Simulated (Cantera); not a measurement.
Feed: 1 mol SiHCl3, 0.11 mol Cl2, 7.7 mol N2, at 0.0240 bar.

Method: chemical equilibrium by Gibbs-energy minimisation in Cantera with the NASA 1993 tables (ideal gas, pure condensed phases). Candidate condensed phases: NH4Cl, Si, Si3N4; 28 gas species. N2 is the only nitrogen source here; it is nearly inert below about 1500 K, so the nitride shown seldom forms there in practice. Rates play no part.

Problem. What share of the Si ends up in condensed phases as a function of T (°C), at 777, 827, 877, 927, 977, 1027, 1077?

Solution. 
```
T (°C)  Si condensed (%)        as
------  ----------------  --------
777                 40.2  Si3N4(s)
827                 40.4  Si3N4(s)
877                 40.4  Si3N4(s)
927                 40.3  Si3N4(s)
977                 39.8  Si3N4(s)
1027                38.6  Si3N4(s)
1077                35.9  Si3N4(s)
```
